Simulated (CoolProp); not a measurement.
Vapour-liquid equilibrium of propylene (1) + R115 (2) at 13.55 °C; x and y are mole fractions of (1).

Values from CoolProp's multi-fluid Helmholtz-energy mixture model, Lemmon 2013 and Lemmon 2016; pair parameters Bell 2016.

Problem. Give the bubble pressure and the first vapour's composition at x = 0.35, 0.425, 0.8. Is there an azeotrope?

Solution. x = 0.35: 875.3 kPa, y = 0.453; x = 0.425: 901.1 kPa, y = 0.513; x = 0.8: 934.9 kPa, y = 0.773. y crosses x between x = 0.65 and 0.725: the model has an azeotrope there.

The pair parameters rest on a limited set of measurements; away from them the model extrapolates.
